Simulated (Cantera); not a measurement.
Feed: 1 mol N2O, 0.1 mol O2, 10 mol H2, equilibrated at 1802 °C and 28500 Torr.

Equilibrium computed with Cantera from the NASA thermochemical tables; the gas is ideal and each condensed phase is pure. Candidate condensed phases: H2O; 24 gas species. The ideal-gas law is rough above about 30 bar. The numbers say what is thermodynamically allowed, not how fast it happens.

Base state: H2 0.800, H2O 0.109, N2 0.0908, H 0.000386, NH3 0.000146 (mole fractions); condensed: gas only.

What changes in the equilibrium state with this change: pressure from 28500 Torr to 750 Torr?


```tsv
species	before	after
H2	0.800	0.798
H2O	0.109	0.109
N2	0.0908	0.0908
H	0.000386	0.00238
NH3	0.000146	3.82e-6
OH	6.02e-6	3.71e-5
```
